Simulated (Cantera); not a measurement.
Nitride etching: Si3N4 + NF3 + N2

Feed: 1 mol Si3N4, a varied amount of NF3, 0.43 mol N2, equilibrated at 0.160 bar.

Equilibrium computed with Cantera from the NASA thermochemical tables; the gas is ideal and each condensed phase is pure. Candidate condensed phases: Si, Si3N4; 16 gas species. The tables' values for SiF2, SiF3 are old estimates. Kinetics and transport are ignored.

Map the stable condensed phases over T = 925, 1025, 1125, 1225, 1325, 1425, 1525, 1625, 1725 °C and n(NF3) in mol = 0.58, 1.2, 1.8, 2.4, 3, 3.6, 4.2, 4.8, 5.4, 6.1, 6.7.


```
T in °C \ n(NF3) in mol
         0.58  1.2  1.8  2.4    3  3.6  4.2  4.8  5.4  6.1  6.7
   1725     A    A    A    A    B    B    B    B    B    B    B
   1625     C    C    C    C    C    B    B    B    B    B    B
   1525     C    C    C    C    C    B    B    B    B    B    B
   1425     C    C    C    C    C    C    B    B    B    B    B
   1325     C    C    C    C    C    C    B    B    B    B    B
   1225     C    C    C    C    C    C    B    B    B    B    B
   1125     C    C    C    C    C    C    B    B    B    B    B
   1025     C    C    C    C    C    C    B    B    B    B    B
    925     C    C    C    C    C    C    B    B    B    B    B
```
A: Si; B: gas only; C: Si3N4.
